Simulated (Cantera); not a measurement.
A perfectly stirred reactor is fed with C2H6 : H2 = 1 : 5.3 (molar parts), at 15000 Pa; it is held at 1850 K, and followed from long to short residence time.

Detailed kinetics in Cantera: GRI-Mech 3.0 (53 species, 325 reactions). GRI-Mech 3.0 stops at C3 and has no aromatics, soot or wall deposition, so with more carbon than oxygen in the feed, carbon stays in small species such as C2H2 where larger ones or solid carbon would form.

### Question
Predict: x(C2H6) at τ = 5.80 s; x(H2) at τ = 5.80 s; x(CH4) at τ = 5.80 s; x(CH2) at τ = 5.80 s; x(C2H) at τ = 5.80 s; x(C2H6) at τ = 0.140 s; x(H2) at τ = 0.140 s; x(CH4) at τ = 0.140 s; x(CH2) at τ = 0.140 s; x(C2H) at τ = 0.140 s.

### Answer
```
Item                      Value
----------------------  -------
x(C2H6) at τ = 5.80 s   6.07e-7
x(H2) at τ = 5.80 s       0.875
x(CH4) at τ = 5.80 s    0.00480
x(CH2) at τ = 5.80 s    2.51e-7
x(C2H) at τ = 5.80 s    1.93e-6
x(C2H6) at τ = 0.140 s  2.19e-5
x(H2) at τ = 0.140 s      0.863
x(CH4) at τ = 0.140 s    0.0242
x(CH2) at τ = 0.140 s   1.41e-6
x(C2H) at τ = 0.140 s   2.04e-6
```
